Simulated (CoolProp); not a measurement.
Vapour-liquid equilibrium of CHF3 (R23) (1) + propylene (2) at 0.382 MPa; x and y are mole fractions of (1).

Computed with CoolProp (multi-fluid Helmholtz-energy mixture model, Penoncello 2003 and Lemmon 2013; pair parameters Bell 2016).

| x | bubble temperature (K) | y at the bubble point | dew temperature at overall composition x (K) | liquid density (mol/L) |
|---|---|---|---|---|
| 0.05 | 248.4 | 0.334 | 258.2 | 13.90 |
| 0.2 | 231.1 | 0.694 | 253.3 | 14.85 |
| 0.35 | 224.7 | 0.791 | 247.8 | 15.53 |
| 0.5 | 221.9 | 0.833 | 241.4 | 16.17 |
| 0.65 | 220.3 | 0.862 | 233.7 | 16.87 |
| 0.8 | 219.0 | 0.896 | 224.1 | 17.70 |
| 0.95 | 218.0 | 0.962 | 218.1 | 18.73 |

No azeotrope shows between x = 0.05 and 0.95.

Pair parameters are fitted to limited data, so mixtures are less certain than the pure fluids. With so large a gap from Raoult's law the liquid may split in two, which this calculation doesn't test in full.
